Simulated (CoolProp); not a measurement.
Vapour-liquid equilibrium of ethylene (1) + propane (2) at 23.8 kPa; x and y are mole fractions of (1).

Values from CoolProp's multi-fluid Helmholtz-energy mixture model, Smukala 2000 and Lemmon 2009; pair parameters Bell 2016.

```json
[
 {"x": "0.05", "bubble temperature (K)": "?", "y at the bubble point": "0.638", "dew temperature at overall composition x (K)": "201.9", "liquid density (mol/L)": "14.46"},
 {"x": "0.15", "bubble temperature (K)": "172.4", "y at the bubble point": "0.901", "dew temperature at overall composition x (K)": "200.1", "liquid density (mol/L)": "?"},
 {"x": "0.25", "bubble temperature (K)": "164.9", "y at the bubble point": "0.956", "dew temperature at overall composition x (K)": "198.2", "liquid density (mol/L)": "15.97"},
 {"x": "0.35", "bubble temperature (K)": "?", "y at the bubble point": "?", "dew temperature at overall composition x (K)": "196.0", "liquid density (mol/L)": "16.62"},
 {"x": "0.45", "bubble temperature (K)": "?", "y at the bubble point": "0.984", "dew temperature at overall composition x (K)": "193.5", "liquid density (mol/L)": "17.26"},
 {"x": "0.55", "bubble temperature (K)": "154.8", "y at the bubble point": "0.990", "dew temperature at overall composition x (K)": "190.7", "liquid density (mol/L)": "17.92"},
 {"x": "0.65", "bubble temperature (K)": "153.0", "y at the bubble point": "0.993", "dew temperature at overall composition x (K)": "187.3", "liquid density (mol/L)": "18.60"},
 {"x": "0.75", "bubble temperature (K)": "151.5", "y at the bubble point": "0.996", "dew temperature at overall composition x (K)": "182.9", "liquid density (mol/L)": "19.31"},
 {"x": "0.85", "bubble temperature (K)": "150.1", "y at the bubble point": "?", "dew temperature at overall composition x (K)": "176.9", "liquid density (mol/L)": "20.06"},
 {"x": "0.95", "bubble temperature (K)": "148.8", "y at the bubble point": "0.999", "dew temperature at overall composition x (K)": "165.9", "liquid density (mol/L)": "20.86"}
]
```

Question: Fill in the missing entries.

Answer: 
- 0.05, bubble temperature (K): 187.7
- 0.15, liquid density (mol/L): 15.29
- 0.35, bubble temperature (K): 160.3
- 0.35, y at the bubble point: 0.975
- 0.45, bubble temperature (K): 157.1
- 0.85, y at the bubble point: 0.998

No azeotrope shows between x = 0.05 and 0.95.

Pair parameters are fitted to limited data, so mixtures are less certain than the pure fluids.
